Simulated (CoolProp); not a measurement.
Carbonyl sulfide along the isobar 12.1 MPa: fugacity coefficient from the reference equation and from simpler models built on Tc = 378.8 K, pc = 6.369 MPa, ω = 0.098; each cubic takes its own stable root.

Values from CoolProp's reference Helmholtz-energy equation of state, Lemmon 2006. It is a short technical equation, of lower accuracy than the large ones.

```
T (K)          phase  reference  van der Waals  Soave-Redlich-Kwong  Peng-Robinson
-----  -------------  ---------  -------------  -------------------  -------------
179.1         liquid  0.0009009        0.01737            0.0009020      0.0009456
206.8         liquid   0.005151        0.04119                    ?       0.005189
234.4         liquid    0.01823        0.07886              0.01844        0.01804
262.1         liquid          ?         0.1309              0.04821        0.04644
289.8         liquid    0.09800         0.1958               0.1008        0.09623
317.5         liquid          ?              ?               0.1787         0.1699
345.2         liquid     0.2702         0.3525               0.2794         0.2651
372.8         liquid     0.3825         0.4367               0.3944              ?
400.5  supercritical     0.4994         0.5197               0.5113         0.4853
428.2  supercritical     0.6025         0.5963               0.6122         0.5814
455.9  supercritical     0.6794         0.6612               0.6889         0.6554
483.5  supercritical          ?              ?               0.7477         0.7131
```

What belongs in the gaps?


- 206.8, Soave-Redlich-Kwong: 0.005168
- 262.1, reference: 0.04722
- 317.5, reference: 0.1730
- 317.5, van der Waals: 0.2708
- 372.8, Peng-Robinson: 0.3741
- 483.5, reference: 0.7372
- 483.5, van der Waals: 0.7126
